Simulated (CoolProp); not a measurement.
A simple Rankine cycle with hexamethyldisiloxane (MM): condensing at 327.15 K, boiler at 0.373 MPa, turbine inlet 576.1 K, turbine efficiency 0.9, pump efficiency 0.8, no recuperator. Each further row changes one setting.

Computed with CoolProp (reference Helmholtz-energy equation of state, Thol 2016).

```
case                             thermal efficiency (%)  net work (kJ/kg)  heat in (kJ/kg)  turbine exit temperature (K)  volume ratio over the turbine
-------------------------------  ----------------------  ----------------  ---------------  ----------------------------  -----------------------------
as stated                                          10.6              72.2              681                         539.8                           17.7
turbine inlet 596.1 K                              10.3              74.9              725                         559.4                           17.6
condensing temperature 319.15 K                    11.5              80.3              697                         535.9                           24.5
boiler pressure 0.261 MPa                           9.4              64.0              683                         544.5                           12.3
turbine efficiency 0.8                              9.4              64.1              681                         543.6                           17.8
```
